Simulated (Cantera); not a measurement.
Source: NASA polynomial tables (part measured, part estimated), evaluated in Cantera. Values are per mole of reaction as written; species without (g) are pure solids or liquids, kept so even where they would boil at 1 bar. TiC: taken at fixed stoichiometry.

C6H6(g) + 6 TiCl4(g) = 6 TiC + 12 Cl2(g) + 3 H2(g)

```json
[
 {"T (K)": "300", "ΔH° (kJ)": "[?]", "ΔS° (J/K)": "[?]", "ΔG° (kJ)": "[?]", "log10 K": "[?]"},
 {"T (K)": "373", "ΔH° (kJ)": "3394.7", "ΔS° (J/K)": "825.1", "ΔG° (kJ)": "3086.9", "log10 K": "-432.28"},
 {"T (K)": "423", "ΔH° (kJ)": "[?]", "ΔS° (J/K)": "[?]", "ΔG° (kJ)": "[?]", "log10 K": "[?]"},
 {"T (K)": "473", "ΔH° (kJ)": "[?]", "ΔS° (J/K)": "[?]", "ΔG° (kJ)": "[?]", "log10 K": "[?]"},
 {"T (K)": "523", "ΔH° (kJ)": "[?]", "ΔS° (J/K)": "[?]", "ΔG° (kJ)": "[?]", "log10 K": "[?]"}
]
```

**Question.** Some entries are withheld; supply them.

**Answer.** 
- 300, ΔH° (kJ): 3391.6
- 300, ΔS° (J/K): 815.9
- 300, ΔG° (kJ): 3146.8
- 300, log10 K: -547.90
- 423, ΔH° (kJ): 3396.8
- 423, ΔS° (J/K): 830.4
- 423, ΔG° (kJ): 3045.5
- 423, log10 K: -376.07
- 473, ΔH° (kJ): 3398.7
- 473, ΔS° (J/K): 834.8
- 473, ΔG° (kJ): 3003.9
- 473, log10 K: -331.72
- 523, ΔH° (kJ): 3400.5
- 523, ΔS° (J/K): 838.3
- 523, ΔG° (kJ): 2962.1
- 523, log10 K: -295.83
